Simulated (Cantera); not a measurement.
Feed: 1 mol Fe(CO)5, 0.96 mol O2, 0.52 mol N2, equilibrated at 1325 °C and 13.0 Pa.

Method: chemical equilibrium by Gibbs-energy minimisation in Cantera with the NASA 1993 tables (ideal gas, pure condensed phases). Candidate condensed phases: C, Fe, Fe(CO)5, FeO, Fe2O3, Fe3O4; 27 gas species. The tables' stoichiometric FeO is somewhat more stable than real wüstite, so its field is too wide. FeO: taken at fixed stoichiometry. Equilibrium is a limit: real reactors are often held back by kinetics, nucleation or transport.

Base state: CO 0.730, CO2 0.171, N2 0.0937, Fe 0.00530, FeO 2.21e-5 (mole fractions); condensed: FeO(s).

Question: What changes in the equilibrium state with this change: Fe(CO)5 replaced by HgO?

Answer: 
```json
[
 {"species": "O2", "before": "1.60e-7", "after": "0.489"},
 {"species": "Hg", "before": "0", "after": "0.335"},
 {"species": "N2", "before": "0.0937", "after": "0.174"},
 {"species": "CO", "before": "0.730", "after": "0"},
 {"species": "CO2", "before": "0.171", "after": "0"},
 {"species": "Fe", "before": "0.00530", "after": "0"},
 {"species": "FeO", "before": "2.21e-5", "after": "0"},
 {"species": "NO", "before": "5.78e-7", "after": "0.00138"},
 {"species": "O", "before": "4.98e-7", "after": "0.000870"},
 {"species": "FeO(s), mol", "before": "0.970", "after": "0"}
]
```
Further candidate phases: Hg, HgO.
